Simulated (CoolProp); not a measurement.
Vapour pressure (kPa) of CHF3 (R23): the reference equation beside estimates from Tc = 299.3 K, pc = 4832 kPa, ω = 0.263. Clausius-Clapeyron is anchored at 162.5 K with a constant enthalpy of vaporisation of 18.29 kJ/mol.

Model: reference Helmholtz-energy equation of state, Penoncello 2003, in CoolProp.

| T (K) | reference | Clausius-Clapeyron | Redlich-Kwong | Soave-Redlich-Kwong | Peng-Robinson |
|---|---|---|---|---|---|
| 142.7 | 1.957 | 2.094 | 5.505 | 1.813 | 1.997 |
| 146 | 2.826 | 2.967 | 7.699 | 2.633 | 2.871 |
| 149.3 | 4.005 | 4.140 | 10.57 | 3.750 | 4.054 |
| 152.6 | 5.576 | 5.693 | 14.25 | 5.249 | 5.628 |
| 155.9 | 7.637 | 7.725 | 18.91 | 7.225 | 7.689 |
| 159.2 | 10.30 | 10.35 | 24.73 | 9.793 | 10.35 |
| 162.5 | 13.70 | 13.70 | 31.90 | 13.09 | 13.74 |
| 165.8 | 17.99 | 17.94 | 40.62 | 17.25 | 18.00 |
| 169.1 | 23.32 | 23.25 | 51.12 | 22.46 | 23.31 |
| 172.4 | 29.88 | 29.82 | 63.62 | 28.89 | 29.84 |
| 175.7 | 37.88 | 37.90 | 78.38 | 36.76 | 37.79 |
| 179 | 47.54 | 47.74 | 95.65 | 46.30 | 47.38 |
| 182.3 | 59.08 | 59.64 | 115.7 | 57.74 | 58.86 |
| 185.6 | 72.78 | 73.91 | 138.8 | 71.36 | 72.47 |

Absolute difference from the reference over all 14 rows, mean and median: Clausius-Clapeyron 1.6 and 0.7 %, Redlich-Kwong 131.9 and 129.3 %, Soave-Redlich-Kwong 4.4 and 4.3 %, Peng-Robinson 0.6 and 0.4 %.
